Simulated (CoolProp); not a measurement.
Ethanol along the isotherm 346.85 °C: fugacity coefficient from the reference equation and from simpler models built on Tc = 241.6 °C, pc = 6268 kPa, ω = 0.644; each cubic takes its own stable root.

Model: reference Helmholtz-energy equation of state, Schroeder 2014, in CoolProp.

```tsv
p (kPa)	phase	reference	van der Waals	Peng-Robinson
4180	gas	0.9204	0.8774	0.8891
8360	supercritical	0.8420	0.7580	0.7940
12500	supercritical	0.7644	0.6477	0.7163
16700	supercritical	0.6896	0.5693	0.6551
20900	supercritical	0.6282	0.5217	0.6097
25100	supercritical	0.5827	0.4926	0.5770
29300	supercritical	0.5495	0.4753	0.5535
33400	supercritical	0.5258	0.4661	0.5373
37600	supercritical	0.5079	0.4625	0.5258
41800	supercritical	0.4951	0.4633	0.5183
46000	supercritical	0.4860	0.4677	0.5141
50100	supercritical	0.4802	0.4749	0.5124
54300	supercritical	0.4766	0.4849	0.5129
58500	supercritical	0.4752	0.4974	0.5153
62700	supercritical	0.4755	0.5121	0.5193
```
